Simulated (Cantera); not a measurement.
Feed: 1 mol SiH2Cl2, 1.3 mol NH3, held at 1075 K and 0.00190 bar.

Method: chemical equilibrium by Gibbs-energy minimisation in Cantera with the NASA 1993 tables (ideal gas, pure condensed phases). The tables' values for SiCl3 are old estimates; treat these amounts as uncertain. The numbers say what is thermodynamically allowed, not how fast it happens.

| species | before | after |
|---|---|---|
| H2 | 0.563 | 0.734 |
| N2 | 0.0170 | 0.234 |
| HCl | 0.388 | 0.0326 |
| SiCl4 | 0.0304 | 1.56e-7 |
| SiCl2 | 0.000266 | 2.52e-7 |
| SiCl3 | 0.000715 | 4.99e-8 |
| SiHCl3 | 0.000549 | 4.37e-8 |
| Si3N4(s), mol | 0.292 | 0.333 |
Gas species are given as mole fractions.

Question: Name the change that produced these shifts.
(A) temperature from 1075 K to 1173.15 K
(B) temperature from 1075 K to 898.15 K
(C) NH3 from 1.3 to 30 mol
(D) pressure from 0.00190 bar to 0.200 bar

Answer: C, NH3 from 1.3 to 30 mol
